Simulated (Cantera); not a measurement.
# Reactions in the system Cl-H-Ti

Source: NASA polynomial tables (part measured, part estimated), evaluated in Cantera. Values are per mole of reaction as written; species without (g) are pure solids or liquids, kept so even where they would boil at 1 bar.

3 H(g) + TiCl3(g) → 3 HCl(g) + Ti

```json
[
 {"T (K)": "300", "ΔH° (kJ)": "-391.6", "ΔS° (J/K)": "-69.7", "ΔG° (kJ)": "-370.7", "log10 K": "64.55", "condensed phases": "Ti(α)"},
 {"T (K)": "1300", "ΔH° (kJ)": "-411.1", "ΔS° (J/K)": "-102.5", "ΔG° (kJ)": "-277.9", "log10 K": "11.16", "condensed phases": "Ti(β)"},
 {"T (K)": "1450", "ΔH° (kJ)": "-413.5", "ΔS° (J/K)": "-104.3", "ΔG° (kJ)": "-262.4", "log10 K": "9.45", "condensed phases": "Ti(β)"},
 {"T (K)": "1600", "ΔH° (kJ)": "-415.4", "ΔS° (J/K)": "-105.5", "ΔG° (kJ)": "-246.6", "log10 K": "8.05", "condensed phases": "Ti(β)"},
 {"T (K)": "1750", "ΔH° (kJ)": "-416.6", "ΔS° (J/K)": "-106.2", "ΔG° (kJ)": "-230.7", "log10 K": "6.89", "condensed phases": "Ti(β)"},
 {"T (K)": "1900", "ΔH° (kJ)": "-417.3", "ΔS° (J/K)": "-106.6", "ΔG° (kJ)": "-214.8", "log10 K": "5.90", "condensed phases": "Ti(β)"},
 {"T (K)": "2050", "ΔH° (kJ)": "-402.2", "ΔS° (J/K)": "-98.8", "ΔG° (kJ)": "-199.6", "log10 K": "5.09", "condensed phases": "Ti(l)"},
 {"T (K)": "2200", "ΔH° (kJ)": "-401.2", "ΔS° (J/K)": "-98.3", "ΔG° (kJ)": "-184.8", "log10 K": "4.39", "condensed phases": "Ti(l)"},
 {"T (K)": "2350", "ΔH° (kJ)": "-400.1", "ΔS° (J/K)": "-97.9", "ΔG° (kJ)": "-170.1", "log10 K": "3.78", "condensed phases": "Ti(l)"},
 {"T (K)": "2500", "ΔH° (kJ)": "-398.8", "ΔS° (J/K)": "-97.3", "ΔG° (kJ)": "-155.5", "log10 K": "3.25", "condensed phases": "Ti(l)"},
 {"T (K)": "2650", "ΔH° (kJ)": "-397.4", "ΔS° (J/K)": "-96.8", "ΔG° (kJ)": "-140.9", "log10 K": "2.78", "condensed phases": "Ti(l)"}
]
```
